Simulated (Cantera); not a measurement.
Charge: 1 mol AlCl3, 3.4 mol H2O, 1.9 mol N2, held at 470 Pa.

Method: chemical equilibrium by Gibbs-energy minimisation in Cantera with the NASA 1993 tables (ideal gas, pure condensed phases). Candidate condensed phases: Al, AlCl3, AlN, Al2O3, H2O, NH4Cl; 45 gas species. Kinetics and transport are ignored. All values below are at 1950 K.

Base state: HCl 0.397, N2 0.273, H2O 0.267, Cl 0.0345, H2 0.0208, OH 0.00282, H 0.00241, O2 0.00135 (mole fractions); condensed: Al2O3(s).

Q: What changes in the equilibrium state with this change: AlCl3 replaced by Al?

A: 
```tsv
species	before	after
N2	0.273	0.357
H2O	0.267	0.356
H2	0.0208	0.278
HCl	0.397	0
Cl	0.0345	0
AlOCl	1.13e-5	0
Cl2	1.52e-5	0
O2	0.00135	1.34e-5
O	0.000242	2.41e-5
NO	0.000314	3.57e-5
Al2O3(s), mol	0.500	0.500
```
